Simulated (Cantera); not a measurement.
A diamond (100) surface in a fixed gas of H2 with x(CH4) = 0.013, x(H) = 0.0059, x(CH3) = 0.00017, 105 Torr; coverages are run to steady state.

Detailed kinetics in Cantera: the Harris–Goodwin 1993 mechanism for the reconstructed diamond (100) surface.

θ: site fractions in the mechanism's names (c6HH fully hydrogenated, c6H* and c6*H radical sites, c6** diradical, c6HM methylated).

```json
[
 {"T (K)": "950", "growth (µm/h)": "9.60", "θ c6HH": "0.628", "θ c6H*": "0.0139", "θ c6*H": "0.327", "θ c6**": "0.00649", "θ c6HM": "0.0189"},
 {"T (K)": "1025", "growth (µm/h)": "[?]", "θ c6HH": "[?]", "θ c6H*": "[?]", "θ c6*H": "[?]", "θ c6**": "[?]", "θ c6HM": "[?]"},
 {"T (K)": "1100", "growth (µm/h)": "16.7", "θ c6HH": "[?]", "θ c6H*": "[?]", "θ c6*H": "[?]", "θ c6**": "[?]", "θ c6HM": "[?]"},
 {"T (K)": "1175", "growth (µm/h)": "16.1", "θ c6HH": "0.454", "θ c6H*": "0.0355", "θ c6*H": "0.475", "θ c6**": "0.0261", "θ c6HM": "0.00528"},
 {"T (K)": "1250", "growth (µm/h)": "11.4", "θ c6HH": "0.410", "θ c6H*": "0.0437", "θ c6*H": "0.507", "θ c6**": "0.0359", "θ c6HM": "0.00210"},
 {"T (K)": "1325", "growth (µm/h)": "7.61", "θ c6HH": "0.371", "θ c6H*": "0.0517", "θ c6*H": "0.528", "θ c6**": "0.0468", "θ c6HM": "0.000633"},
 {"T (K)": "1400", "growth (µm/h)": "6.45", "θ c6HH": "0.339", "θ c6H*": "0.0594", "θ c6*H": "0.542", "θ c6**": "0.0583", "θ c6HM": "0.000174"}
]
```

Question: Fill in the missing entries.

Answer: 
- 1025, growth (µm/h): 13.5
- 1025, θ c6HH: 0.564
- 1025, θ c6H*: 0.0203
- 1025, θ c6*H: 0.385
- 1025, θ c6**: 0.0112
- 1025, θ c6HM: 0.0136
- 1100, θ c6HH: 0.506
- 1100, θ c6H*: 0.0276
- 1100, θ c6*H: 0.435
- 1100, θ c6**: 0.0177
- 1100, θ c6HM: 0.00933
